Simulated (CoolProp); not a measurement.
Vapour-liquid equilibrium of CH2F2 (R32) (1) + R227EA (2) at 1.17 MPa; x and y are mole fractions of (1).

Model: multi-fluid Helmholtz-energy mixture model, Tillner-Roth 1997 and Lemmon 2016; pair parameters Bell 2016, in CoolProp.

**Question.** Give the bubble temperature and the first vapour's composition at x = 0.25, 0.35, 0.55. Is there an azeotrope?

**Answer.** x = 0.25: 313.8 K, y = 0.476; x = 0.35: 307.6 K, y = 0.601; x = 0.55: 298.1 K, y = 0.771. No azeotrope shows between x = 0.05 and 0.95.

Pair parameters are fitted to limited data, so mixtures are less certain than the pure fluids. The gap from Raoult's law changes sign with composition, which may be real or a fault of the pair parameters; it wasn't checked against measurements.
